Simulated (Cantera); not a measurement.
Input: 1 mol SiH₂Cl₂, 8.4 mol O₂, equilibrated at 1525 °C and 0.790 bar.

These are equilibrium values from Cantera (NASA tables, ideal gas, pure condensed phases), not measurements of a reactor. Candidate condensed phases: H₂O, Si, SiO₂; 30 gas species. The tables hold silica as quartz up to 1696 K and as liquid above; real silica turns to tridymite and cristobalite and melts near 1996 K. Gases not in the tables: Si(OH)₄. Rates play no part.

Base state: O₂ 0.770, HCl 0.157, Cl 0.0350, H₂O 0.0273, Cl₂ 0.00985, OH 0.000523, ClO 0.000486, O 0.000118 (mole fractions); condensed: SiO₂(condensed).

What changes in the equilibrium state with this change: SiH₂Cl₂ replaced by TEOS?


```csv
species,before,after
H₂O,0.0273,0.410
CO,0,0.255
CO₂,0,0.189
O₂,0.770,2.85e-8
HCl,0.157,0
Cl,0.0350,0
H₂,1.85e-6,0.145
Cl₂,0.00985,0
ClO,0.000486,0
HOCl,4.80e-5,0
O,0.000118,2.27e-8
H,5.40e-7,0.000151
"SiO₂(condensed), mol",1.00,1.000
```
The feed counts by its element totals alone. Further candidate phases: C, C₆H₆, C₇H₈, C₈H₁₈, SiC.

What changes in the equilibrium state with this change: temperature from 1525 °C to 575 °C?


```csv
species,before,after
O₂,0.770,0.779
HCl,0.157,0.0749
H₂O,0.0273,0.0728
Cl₂,0.00985,0.0728
Cl,0.0350,8.13e-6
OH,0.000523,4.36e-9
O,0.000118,<1e-9
ClO,0.000486,6.43e-7
"SiO₂(condensed), mol",1.00,0
"SiO₂(β-quartz), mol",0,1.00
```
